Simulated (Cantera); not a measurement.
**Iron carbonyl, mercury and lead vapours: Fe(CO)5 + O2 + H2**

Input: 1 mol Fe(CO)5, 0.023 mol O2, 0.17 mol H2, held at 1148 K and 240 Pa.

Equilibrium computed with Cantera from the NASA thermochemical tables; the gas is ideal and each condensed phase is pure. Candidate condensed phases: C, C6H6, C7H8, C8H18, Fe, Fe(CO)5, FeO, Fe(OH)2, Fe(OH)3, Fe2O3, Fe3O4, H2O; 114 gas species. Equilibrium is a limit: real reactors are often held back by kinetics, nucleation or transport.

* **x(CO)**: 0.959
* **x(H2)**: 0.0325
* **x(CO2)**: 0.00855
* **x(H2O)**: 0.000343
* **n(Fe(α))**: 1.00 mol
* **gas amount**: 5.170 mol
* **log10 activity of C(graphite) (absent)**: -1.98
* **log10 activity of Fe(OH)2(s) (absent)**: -12.60
* **log10 activity of Fe(OH)3(s) (absent)**: -21.42
